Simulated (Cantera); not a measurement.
Cantera run:

```python
import numpy as np
import cantera as ct

gas_names = """
    C CN CO CO2 C2 CCN CNC C2N2 C2O C3 C3O2 C4 C4N2 C5 N NCO NO NO2 NO3 N2 N2O O O2 O3
""".split()
cond_names = """
    C(gr)
""".split()


# ... load() reads the species with a 1 bar reference pressure and builds the phases ...
atoms = {
    'CO2': {'C': 1, 'O': 2},
    'O2': {'O': 2},
    'N2': {'N': 2},
}
top_T = {'C(gr)': 4500}  # K; cautious upper limits of use, not melting points


# ... equilibrate(T, P, feed) seeds the gas with the atoms and calls Mixture.equilibrate('TP', solver="vcs", rtol=1e-11, max_steps=5000) ...
results = []
T = 2423  # K
P = 133.322  # Pa
for m in [1, 1.3, 1.6, 1.9, 2.3, 2.9, 3.5, 4.3, 5.2, 6.4, 7.8, 9.6]:
    feed = {'CO2': 1, 'O2': 0.24, 'N2': m}  # mol
    mix = equilibrate(T, P, feed)
    results.append((T, P, feed, dict(zip(mix.species_names, mix.species_moles))))

top = {s: max(r[3][s] / sum(r[3][g] for g in gas_names) for r in results) for s in gas_names}
cols = sorted((s for s in top if top[s] > 1e-06), key=lambda s: -top[s])[:6]
seen = [c for c in cond_names if any(r[3].get(c, 0) > 1e-12 for r in results)]
print("log10 of partial pressures in bar; condensed amounts in mol")
print(f"{'n(N2)':>10s}" + "".join(f"{s[:9]:>10s}" for s in cols + seen))
for T, P, feed, n in results:
    ng = sum(n[g] for g in gas_names)
    print(f"{feed['N2']:10.4g}" + "".join(f"{np.log10(max(n[s] / ng * P / 1e5, 1e-99)):10.3f}" for s in cols)
          + "".join(f"{n.get(c, 0):10.4g}" for c in seen))
```

It prints:

```
log10 of partial pressures in bar; condensed amounts in mol
     n(N2)        N2        CO        O2       CO2         O        NO
         1    -3.313    -3.505    -3.703    -3.740    -3.860    -4.816
       1.3    -3.246    -3.544    -3.753    -3.804    -3.886    -4.808
       1.6    -3.198    -3.579    -3.799    -3.862    -3.909    -4.807
       1.9    -3.162    -3.611    -3.841    -3.915    -3.930    -4.810
       2.3    -3.125    -3.649    -3.892    -3.979    -3.955    -4.817
       2.9    -3.086    -3.700    -3.960    -4.064    -3.989    -4.831
       3.5    -3.058    -3.746    -4.020    -4.139    -4.019    -4.847
       4.3    -3.031    -3.798    -4.091    -4.228    -4.054    -4.869
       5.2    -3.009    -3.850    -4.161    -4.314    -4.089    -4.893
       6.4    -2.988    -3.910    -4.242    -4.414    -4.130    -4.923
       7.8    -2.971    -3.970    -4.324    -4.515    -4.171    -4.956
       9.6    -2.956    -4.035    -4.415    -4.626    -4.216    -4.993
```

Method: chemical equilibrium by Gibbs-energy minimisation in Cantera with the NASA 1993 tables (ideal gas, pure condensed phases).
